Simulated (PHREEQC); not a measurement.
1 kg of water holding 0.0073 mol CaSO4, 0.35 mol NaCl, 0.0042 mol KCl and 0.54 mol NaBr is evaporated at 25 °C; the solids stay in contact with the brine. The system is closed to CO2. The run lets Arcanite, Glaserite, Glauberite, Gypsum, Anhydrite, Halite, Mirabilite, Misenite, Portlandite, Sylvite, Syngenite, Thenardite precipitate or redissolve, and no other solid.

All values are PHREEQC results (Pitzer model, pitzer.dat), not measurements.

Predict ionic strength at water left (kg) = 1, 0.2533, 0.2082, 0.1406.


```tsv
water left (kg)	ionic strength
1	0.923
0.2533	3.64
0.2082	4.43
0.1406	6.50
```

Complexes and solids missing from the database can't appear.
